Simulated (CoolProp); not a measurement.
Properties of hexamethyldisiloxane (MM) along the isotherm 252.25 °C (Tc = 245.6 °C, pc = 19.31 bar, ω = 0.418).

Model: reference Helmholtz-energy equation of state, Thol 2016, in CoolProp.

```
p (bar)          phase  speed of sound (m/s)  expansivity (1/kK)
-------  -------------  --------------------  ------------------
0.0916             gas                     ?               1.914
0.174              gas                 165.6               1.924
0.329              gas                 165.2               1.943
0.624              gas                 164.3               1.980
1.18               gas                 162.8               2.052
2.24               gas                 159.7                   ?
4.25               gas                     ?               2.534
8.06               gas                 140.5               3.441
15.3               gas                     ?                   ?
29       supercritical                 160.5               9.281
```

Problem. What belongs in the gaps?

Solution. 
- 0.0916, speed of sound (m/s): 165.8
- 2.24, expansivity (1/kK): 2.201
- 4.25, speed of sound (m/s): 153.5
- 15.3, speed of sound (m/s): 108.9
- 15.3, expansivity (1/kK): 8.137
